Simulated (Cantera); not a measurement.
Input: 1 mol Si, 0.98 mol Cl2, 0.79 mol H2, 2.7 mol HCl, held at 800 °C and 240 Torr.

These are equilibrium values from Cantera (NASA tables, ideal gas, pure condensed phases), not measurements of a reactor. Candidate condensed phases: Si; 19 gas species. The tables' values for SiCl3 are old estimates; treat these amounts as uncertain. The numbers say what is thermodynamically allowed, not how fast it happens.

Base state: H2 0.512, SiCl4 0.278, HCl 0.200, SiHCl3 0.00874, SiCl3 0.000900, SiCl2 4.65e-5, SiH2Cl2 3.20e-5 (mole fractions); condensed: gas only.

**Question.** What changes in the equilibrium state with this change: temperature from 800 °C to 375 °C?

**Answer.** 
```
species    before    after
-------  --------  -------
H2          0.512    0.522
SiCl4       0.278    0.288
HCl         0.200    0.190
SiCl3    0.000900  2.36e-9
SiCl2     4.65e-5    <1e-9
SiH2Cl2   3.20e-5    <1e-9
SiHCl3    0.00874  6.16e-5
```
